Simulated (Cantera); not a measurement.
Source: NASA polynomial tables (part measured, part estimated), evaluated in Cantera. Values are per mole of reaction as written; species without (g) are pure solids or liquids, kept so even where they would boil at 1 bar.

2 HCl(g) + 2 TiCl3 → H2(g) + 2 TiCl4(g)

| T (K) | ΔH° (kJ) | ΔS° (J/K) | ΔG° (kJ) | log10 K |
|---|---|---|---|---|
| 300 | … | … | … | … |
| 650 | … | … | … | … |
| 700 | 91.3 | 164.6 | -23.9 | 1.79 |
| 750 | 90.0 | 162.8 | -32.1 | 2.24 |
| 800 | 88.6 | 161.0 | -40.2 | 2.63 |
| 850 | 87.1 | 159.2 | -48.2 | 2.96 |
| 900 | 85.6 | 157.5 | -56.1 | 3.26 |

**Question.** Fill in the missing entries.

**Answer.** 
- 300, ΔH° (kJ): 101.7
- 300, ΔS° (J/K): 187.0
- 300, ΔG° (kJ): 45.6
- 300, log10 K: -7.94
- 650, ΔH° (kJ): 92.6
- 650, ΔS° (J/K): 166.6
- 650, ΔG° (kJ): -15.7
- 650, log10 K: 1.26
